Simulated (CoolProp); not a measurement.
The fluid at 298.15 K and 8.16 MPa (liquid) is heated at constant pressure to 359.6 K. The same conditions are run with several fluids, on thermodynamics alone (safety and materials aside).

Model: reference Helmholtz-energy equation of state of each fluid (n-perfluorobutane: Gao 2022; R404A: Lemmon 2003; o-xylene: Zhou 2012; ethylbenzene: Zhou 2012; propylene glycol: Eisenbach 2021), in CoolProp. Blends and air are pseudo-pure fits.

| fluid | heat (kJ/kg) | final phase | final density (kg/m³) |
|---|---|---|---|
| n-perfluorobutane | (withheld) | liquid | (withheld) |
| R404A | (withheld) | supercritical | 803 |
| o-xylene | (withheld) | liquid | (withheld) |
| ethylbenzene | 113 | liquid | 816 |
| propylene glycol | 163 | liquid | (withheld) |

What belongs in the gaps?


- n-perfluorobutane, heat (kJ/kg): 70.6
- n-perfluorobutane, final density (kg/m³): 1330
- R404A, heat (kJ/kg): 96.5
- o-xylene, heat (kJ/kg): 114
- o-xylene, final density (kg/m³): 831
- propylene glycol, final density (kg/m³): 989
